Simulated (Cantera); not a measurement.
A closed system holds: 1 mol borazine, 12 mol H₂O, 0.2 mol H₂, held at 1050 °C and 82.5 Torr.

These are equilibrium values from Cantera (NASA tables, ideal gas, pure condensed phases), not measurements of a reactor. Candidate condensed phases: B, BN, B₂O₃, B₃O₃H₃, H₂O; 39 gas species. The feed counts by its element totals alone. Gases not in the tables: H₃BO₃. Equilibrium is a limit: real reactors are often held back by kinetics, nucleation or transport.

Base state: H₂ 0.459, H₂O 0.442, N₂ 0.0895, HBO₂ 0.00811, (HBO₂)₃ 0.000746 (mole fractions); condensed: B₂O₃(l).

Q: What changes in the equilibrium state with this change: temperature from 1050 °C to 600 °C?

A: 
```json
[
 {"species": "H₂", "before": "0.459", "after": "0.462"},
 {"species": "H₂O", "before": "0.442", "after": "0.442"},
 {"species": "N₂", "before": "0.0895", "after": "0.0901"},
 {"species": "HBO₂", "before": "0.00811", "after": "2.44e-6"},
 {"species": "(HBO₂)₃", "before": "0.000746", "after": "0.00556"},
 {"species": "NH₃", "before": "1.16e-6", "after": "1.57e-5"},
 {"species": "B₂O₃(l), mol", "before": "1.41", "after": "1.36"}
]
```

Q: What changes in the equilibrium state with this change: H₂O from 12 to 0.1 mol?

A: 
```
species         before     after
------------  --------  --------
H₂               0.459     0.989
N₂              0.0895   0.00967
H₂O              0.442  0.000851
HBO₂           0.00811  0.000356
(HBO₂)₃       0.000746   6.30e-8
HBO            1.32e-6   6.49e-5
B₂O₃(l), mol      1.41    0.0315
BN(s), mol           0      2.94
```
Mutual solubility and eutectic melting of coexisting phases are not modelled.
